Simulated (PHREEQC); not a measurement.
Dissolve 21 mmol/kgw CuSO4 and 0.25 mmol/kgw NiCl2 at 25 °C. Closed to the air; pH follows from the charge balance.

The numbers come from PHREEQC with the ion-association model, wateq4f.dat.

Problem. The ionic strength comes out as 0.0538 mol/kgw. What activity coefficients do Cu+2, CuCl+, Cl-, HSO4-, Cu2(OH)2+2 get?

Solution. Cu+2 0.47, CuCl+ 0.81, Cl- 0.81, HSO4- 0.82, Cu2(OH)2+2 0.45.

No solid was allowed to form. Saturation is exceeded, for instance for Antlerite, Brochantite; the values hold only as long as no solid forms.
